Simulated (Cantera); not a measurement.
**Transport properties of process gases**

Gas mixture: 41.4 % C2H4, 23.7 % CH3OH, 34.9 % CO, at 0.790 atm, frozen composition.

Cantera's kinetic-theory transport with the Lennard-Jones parameters of GRI-Mech 3.0, ideal gas; thermal conductivity in the mixture-averaged form. Polar gases are described roughly by these parameters. The composition is frozen, though it would react at the higher temperatures.

| T (K) | ρ (kg/m³) | cp (J/kg/K) | μ (µPa s) | λ (mW/m/K) | Pr | D (cm²/s) OH | D (cm²/s) CO2 | D (cm²/s) CH4 |
|---|---|---|---|---|---|---|---|---|
| 400 | 0.697 | 1526 | 15.6 | 31.6 | 0.755 | 0.562 | 0.274 | 0.395 |
| 500 | 0.558 | 1736 | 19.0 | 42.9 | 0.769 | 0.833 | 0.415 | 0.592 |
| 600 | 0.465 | 1931 | 22.1 | 54.5 | 0.784 | 1.14 | 0.579 | 0.818 |
| 700 | 0.398 | 2098 | 25.0 | 66.1 | 0.795 | 1.49 | 0.764 | 1.07 |
| 800 | 0.349 | 2236 | 27.8 | 77.6 | 0.801 | 1.87 | 0.967 | 1.35 |
| 900 | 0.310 | 2355 | 30.4 | 88.9 | 0.805 | 2.28 | 1.19 | 1.65 |
| 1000 | 0.279 | 2477 | 32.9 | 100.0 | 0.815 | 2.73 | 1.43 | 1.98 |
| 1100 | 0.254 | 2573 | 35.3 | 111 | 0.820 | 3.20 | 1.68 | 2.33 |
D: mixture-averaged diffusion coefficient of that species in the mixture.
